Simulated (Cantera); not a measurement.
Source: NASA polynomial tables (part measured, part estimated), evaluated in Cantera. Values are per mole of reaction as written; species without (g) are pure solids or liquids, kept so even where they would boil at 1 bar.

2 Ti + O₂(g) → 2 TiO(g)

| T (K) | ΔH° (kJ) | ΔS° (J/K) | ΔG° (kJ) | log10 K |
|---|---|---|---|---|
| 2000 | [?] | [?] | [?] | [?] |
| 2050 | [?] | [?] | [?] | [?] |
| 2100 | 23.6 | 135.0 | -259.8 | 6.46 |
| 2150 | [?] | [?] | [?] | [?] |
| 2200 | 18.2 | 132.4 | -273.2 | 6.49 |

Task: Some entries are withheld; supply them.

Result: 
- 2000, ΔH° (kJ): 29.0
- 2000, ΔS° (J/K): 137.6
- 2000, ΔG° (kJ): -246.2
- 2000, log10 K: 6.43
- 2050, ΔH° (kJ): 26.3
- 2050, ΔS° (J/K): 136.3
- 2050, ΔG° (kJ): -253.0
- 2050, log10 K: 6.45
- 2150, ΔH° (kJ): 20.9
- 2150, ΔS° (J/K): 133.7
- 2150, ΔG° (kJ): -266.5
- 2150, log10 K: 6.47
